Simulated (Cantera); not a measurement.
Input: 1 mol Si₂H₆, 0.14 mol O₃, equilibrated at 1975 K and 11.0 Pa.

Equilibrium computed with Cantera from the NASA thermochemical tables; the gas is ideal and each condensed phase is pure. Candidate condensed phases: H₂O, Si, SiO₂; 18 gas species. The feed counts by its element totals alone. Gases not in the tables: Si₂H₆ and higher silanes. Kinetics and transport are ignored.

Base state: H₂ 0.526, Si 0.293, H 0.0947, SiO 0.0804, Si₂ 0.00286, SiH 0.00161, Si₃ 0.000619, SiH₂ 4.83e-5 (mole fractions); condensed: gas only.

Question: What changes in the equilibrium state with this change: temperature from 1975 K to 2075 K?

Answer: 
| species | before | after |
|---|---|---|
| H₂ | 0.526 | 0.462 |
| Si | 0.293 | 0.286 |
| H | 0.0947 | 0.173 |
| SiO | 0.0804 | 0.0769 |
| Si₃ | 0.000619 | 6.94e-5 |
| Si₂ | 0.00286 | 0.00109 |
| SiH₂ | 4.83e-5 | 2.28e-5 |
| SiH | 0.00161 | 0.00117 |
